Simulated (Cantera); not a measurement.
A closed system holds: 1 mol SiF4, 0.8 mol NO, held at 1198.15 K and 0.150 bar.

Equilibrium computed with Cantera from the NASA thermochemical tables; the gas is ideal and each condensed phase is pure. Candidate condensed phases: Si, SiO2, Si2N2O, Si3N4; 28 gas species. Kinetics and transport are ignored.

Base state: SiF4 0.556, N2 0.222, O2 0.222, NO 0.000105 (mole fractions); condensed: gas only.

Task: What changes in the equilibrium state with this change: SiF4 replaced by SiH2Cl2?

Result: 
```json
[
 {"species": "HCl", "before": "0", "after": "0.783"},
 {"species": "H2", "before": "0", "after": "0.118"},
 {"species": "SiCl4", "before": "0", "after": "0.0587"},
 {"species": "SiF4", "before": "0.556", "after": "0"},
 {"species": "O2", "before": "0.222", "after": "<1e-9"},
 {"species": "N2", "before": "0.222", "after": "0.0395"},
 {"species": "SiCl3", "before": "0", "after": "0.000260"},
 {"species": "SiHCl3", "before": "0", "after": "0.000238"},
 {"species": "SiO2(β-quartz), mol", "before": "0", "after": "0.239"},
 {"species": "Si2N2O(s), mol", "before": "0", "after": "0.323"}
]
```
Mutual solubility and eutectic melting of coexisting phases are not modelled. The tables' values for SiCl3 are old estimates; treat these amounts as uncertain. The tables hold silica as quartz up to 1696 K and as liquid above; real silica turns to tridymite and cristobalite and melts near 1996 K. Further candidate phases: H2O, NH4Cl.
